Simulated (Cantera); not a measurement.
# Transport properties of process gases

Gas mixture: N₂ : O₂ = 0.91 : 0.73 (molar parts), at 77000 Pa, frozen composition.

Cantera's kinetic-theory transport with the Lennard-Jones parameters of GRI-Mech 3.0, ideal gas; thermal conductivity in the mixture-averaged form.

```json
[
 {"T (K)": "400", "ρ (kg/m³)": "0.690", "cp (J/kg/K)": "996.3", "μ (µPa s)": "23.8", "λ (mW/m/K)": "33.3", "Pr": "0.713", "D (cm²/s) C₂H₂": "0.369", "D (cm²/s) N₂": "0.454", "D (cm²/s) OH": "0.694"},
 {"T (K)": "550", "ρ (kg/m³)": "0.502", "cp (J/kg/K)": "1028", "μ (µPa s)": "29.8", "λ (mW/m/K)": "43.2", "Pr": "0.708", "D (cm²/s) C₂H₂": "0.646", "D (cm²/s) N₂": "0.785", "D (cm²/s) OH": "1.19"},
 {"T (K)": "700", "ρ (kg/m³)": "0.394", "cp (J/kg/K)": "1065", "μ (µPa s)": "35.0", "λ (mW/m/K)": "52.8", "Pr": "0.706", "D (cm²/s) C₂H₂": "0.978", "D (cm²/s) N₂": "1.18", "D (cm²/s) OH": "1.79"},
 {"T (K)": "850", "ρ (kg/m³)": "0.325", "cp (J/kg/K)": "1101", "μ (µPa s)": "39.9", "λ (mW/m/K)": "62.0", "Pr": "0.708", "D (cm²/s) C₂H₂": "1.36", "D (cm²/s) N₂": "1.63", "D (cm²/s) OH": "2.48"},
 {"T (K)": "1000", "ρ (kg/m³)": "0.276", "cp (J/kg/K)": "1132", "μ (µPa s)": "44.4", "λ (mW/m/K)": "70.8", "Pr": "0.709", "D (cm²/s) C₂H₂": "1.79", "D (cm²/s) N₂": "2.14", "D (cm²/s) OH": "3.25"},
 {"T (K)": "1150", "ρ (kg/m³)": "0.240", "cp (J/kg/K)": "1154", "μ (µPa s)": "48.6", "λ (mW/m/K)": "79.2", "Pr": "0.708", "D (cm²/s) C₂H₂": "2.27", "D (cm²/s) N₂": "2.71", "D (cm²/s) OH": "4.10"}
]
```
D: mixture-averaged diffusion coefficient of that species in the mixture.
